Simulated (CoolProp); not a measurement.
Oxygen at 513.09 K and 3.39 MPa is compressed adiabatically to 22 MPa with isentropic efficiency 0.75. Each further row changes one setting.

Model: reference Helmholtz-energy equation of state, Schmidt 1985, in CoolProp.

| case | work (kJ/kg) | final temperature (K) | final density (kg/m³) |
|---|---|---|---|
| as stated | 441 | [?] | [?] |
| efficiency 1 | 331 | 831.3 | 95.8 |
| efficiency 0.65 | [?] | [?] | [?] |

Fill in the missing entries.


- as stated, final temperature (K): 932.2
- as stated, final density (kg/m³): 85.7
- efficiency 0.65, work (kJ/kg): 509
- efficiency 0.65, final temperature (K): 993.8
- efficiency 0.65, final density (kg/m³): 80.5

Above 300 K oxygen's equation is extrapolated.
